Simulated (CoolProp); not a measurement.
Vapour-liquid equilibrium of p-xylene (1) + n-undecane (2) at 41.15 °C; x and y are mole fractions of (1).

The numbers come from the multi-fluid Helmholtz-energy mixture model, Zhou 2012 and Aleksandrov 2011; pair parameters Bell 2016 in CoolProp.

### Question
Give the bubble pressure and the first vapour's composition at x = 0.2, 0.35, 0.95. Is there an azeotrope?

### Answer
x = 0.2: 0.7122 kPa, y = 0.794; x = 0.35: 1.107 kPa, y = 0.892; x = 0.95: 2.683 kPa, y = 0.997. No azeotrope shows between x = 0.05 and 0.95.

Pair parameters are fitted to limited data, so mixtures are less certain than the pure fluids.
